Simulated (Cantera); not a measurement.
An isothermal, constant-pressure homogeneous reactor starts with H₂ : O₂ = 0.24 : 1 (molar parts), equivalence ratio 0.12, at 1150 K and 0.0132 atm.

Computed with Cantera and the H2/O2 subset of GRI-Mech 3.0, which has no nitrogen chemistry. Radical loss at walls, strong at low pressure, is not modelled. The temperature is held fixed by assumption; the heat of reaction is taken as removed at once.

x: mole fraction; the columns are a selection and need not sum to one.

| t (s) | x H₂ | x O₂ | x HO₂ | x H₂O₂ | x H | x OH |
|---|---|---|---|---|---|---|
| 0.000200 | 0.194 | 0.806 | 1.08e-8 | 1.06e-11 | 2.31e-8 | 7.72e-9 |
| 0.000511 | 0.194 | 0.806 | 3.20e-8 | 7.26e-11 | 9.13e-7 | 3.19e-7 |
| 0.00130 | [?] | 0.796 | [?] | [?] | [?] | [?] |
| 0.00333 | 0.00803 | 0.709 | 9.63e-6 | 2.75e-7 | 0.0577 | 0.00787 |
| 0.00850 | 0.00540 | 0.740 | 1.04e-5 | 3.55e-7 | 0.0282 | 0.00655 |
| 0.0217 | 0.00181 | 0.772 | 9.29e-6 | 4.28e-7 | 0.00488 | 0.00379 |
| 0.0554 | [?] | 0.783 | [?] | [?] | [?] | [?] |
| 0.141 | 3.76e-5 | 0.785 | 1.29e-6 | 1.41e-7 | 1.43e-5 | 0.000545 |
| 0.361 | 6.77e-6 | 0.786 | 3.16e-7 | 5.70e-8 | 1.14e-6 | 0.000235 |
| 0.922 | 1.61e-6 | 0.786 | 8.77e-8 | 2.30e-8 | 1.38e-7 | 0.000116 |
| 2.35 | 4.64e-7 | 0.786 | 2.85e-8 | 9.33e-9 | 2.19e-8 | 6.30e-5 |
| 6.01 | 1.50e-7 | 0.786 | 1.17e-8 | 3.78e-9 | 4.10e-9 | 3.60e-5 |
| 15.3 | 5.29e-8 | 0.786 | 7.38e-9 | 1.54e-9 | 8.65e-10 | 2.14e-5 |
| 39.2 | 2.06e-8 | 0.786 | 7.69e-9 | 6.68e-10 | 2.11e-10 | 1.34e-5 |
| 100 | 1.07e-8 | 0.786 | 9.42e-9 | 3.79e-10 | 7.95e-11 | 9.64e-6 |

Q: Some entries are withheld; supply them.

A: 
- 0.00130, x H₂: 0.176
- 0.00130, x HO₂: 4.43e-6
- 0.00130, x H₂O₂: 5.06e-8
- 0.00130, x H: 0.00783
- 0.00130, x OH: 0.00253
- 0.0554, x H₂: 0.000276
- 0.0554, x HO₂: 4.68e-6
- 0.0554, x H₂O₂: 3.11e-7
- 0.0554, x H: 0.000279
- 0.0554, x OH: 0.00146
